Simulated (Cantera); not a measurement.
Input: 1 mol MgO, 1.3 mol C, 0.16 mol CO, at 0.00133 bar.

Equilibrium computed with Cantera from the NASA thermochemical tables; the gas is ideal and each condensed phase is pure. Candidate condensed phases: C, Mg, MgCO3, MgO; 15 gas species. Kinetics and transport are ignored.

x: gas mole fraction; n: condensed amount in mol.

| T (K) | x CO | x Mg | x CO2 | x Mg2 | n C(graphite) | n MgO(s) |
|---|---|---|---|---|---|---|
| 823 | 0.943 | <1e-12 | 0.0568 | <1e-12 | 1.31 | 1.00 |
| 923 | 0.996 | <1e-12 | 0.00417 | <1e-12 | 1.30 | 1.00 |
| 1023 | 1.000 | 2.36e-11 | 0.000476 | <1e-12 | 1.30 | 1.00 |
| 1123 | 1.000 | 1.69e-8 | 8.05e-5 | <1e-12 | 1.30 | 1.00 |
| 1223 | 1.000 | 4.07e-6 | 1.83e-5 | <1e-12 | 1.30 | 1.000 |
| 1323 | 1.000 | 0.000420 | 5.26e-6 | <1e-12 | 1.30 | 1.000 |
| 1423 | 0.977 | 0.0228 | 1.73e-6 | [?] | 1.30 | 0.996 |
| 1523 | 0.537 | 0.463 | 2.09e-7 | [?] | 0.300 | 0 |
| 1623 | 0.537 | 0.463 | 9.39e-8 | [?] | 0.300 | 0 |
| 1723 | 0.537 | 0.463 | 4.66e-8 | [?] | 0.300 | 0 |
| 1823 | 0.537 | 0.463 | 2.50e-8 | [?] | 0.300 | 0 |

Task: Fill in the missing entries.

Result: 
- 1423, x Mg2: 2.07e-10
- 1523, x Mg2: 7.18e-8
- 1623, x Mg2: 6.13e-8
- 1723, x Mg2: 5.28e-8
- 1823, x Mg2: 4.58e-8
